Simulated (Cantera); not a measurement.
A closed system holds: 1 mol CH₄, 0.48 mol H₂O, 2.5 mol H₂, at 0.120 bar.

These are equilibrium values from Cantera (NASA tables, ideal gas, pure condensed phases), not measurements of a reactor. Candidate condensed phases: C, C₆H₆, C₇H₈, C₈H₁₈, H₂O; 110 gas species. Rates play no part.

x: gas mole fraction; n: condensed amount in mol.

```
T (K)   x H₂    x CO     x CH₄       x H  n C(graphite)
-----  -----  ------  --------  --------  -------------
1048   0.906  0.0864   0.00575   2.12e-8          0.499
1123   0.909  0.0875   0.00291   1.17e-7          0.508
1198   0.910  0.0878   0.00159   5.24e-7          0.513
1273   0.911  0.0879  0.000936   1.96e-6          0.516
1348   0.911  0.0879  0.000582   6.38e-6          0.517
1423   0.912  0.0879  0.000380   1.83e-5          0.518
1498   0.912  0.0879         …         …          0.519
1573   0.912  0.0879  0.000183  0.000112          0.519
1648   0.912  0.0879  0.000134  0.000245          0.519
1723   0.911  0.0879  0.000100  0.000503          0.519
1798   0.911  0.0879   7.71e-5  0.000970          0.518
1873   0.910  0.0878   6.06e-5   0.00178          0.517
1948   0.909  0.0878         …         …          0.514
2023   0.906  0.0877   3.94e-5   0.00522          0.511
```

Q: Fill in the missing entries.

A: 
- 1498, x CH₄: 0.000259
- 1498, x H: 4.74e-5
- 1948, x CH₄: 4.85e-5
- 1948, x H: 0.00311
